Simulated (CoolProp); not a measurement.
A single-stage vapour-compression cycle with the fluid: evaporating at 288.15 K (dew point), condensing at 340.15 K (bubble point), superheat 8 K, subcooling 8 K, compressor efficiency 0.8, no pressure losses. The same conditions are run with several fluids, on thermodynamics alone (safety and materials aside).

Model: reference Helmholtz-energy equation of state of each fluid (cis-2-butene: Lemmon 2005; dimethyl ether: Wu 2011; hydrogen sulfide: Lemmon 2006; R1336mzz(Z): McLinden 2020; sulfur dioxide: Gao 2016; trans-2-butene: Lemmon 2005), in CoolProp.

Rank cis-2-butene, dimethyl ether, hydrogen sulfide, R1336mzz(Z), sulfur dioxide, trans-2-butene by cooling COP, highest first.

cis-2-butene (3.81), trans-2-butene (3.77), sulfur dioxide (3.72), R1336mzz(Z) (3.69), dimethyl ether (3.67), hydrogen sulfide (3.32)

```csv
fluid,pressure ratio,discharge temperature (K),refrigerating effect (kJ/kg),volumetric capacity (kJ/m³)
cis-2-butene,4.50,358.2,313,1150
dimethyl ether,3.87,366.8,317,2840
hydrogen sulfide,3.19,414.5,343,8620
R1336mzz(Z),6.15,340.8,125,419
sulfur dioxide,4.76,429.7,310,2340
trans-2-butene,4.38,353.6,299,1210
```
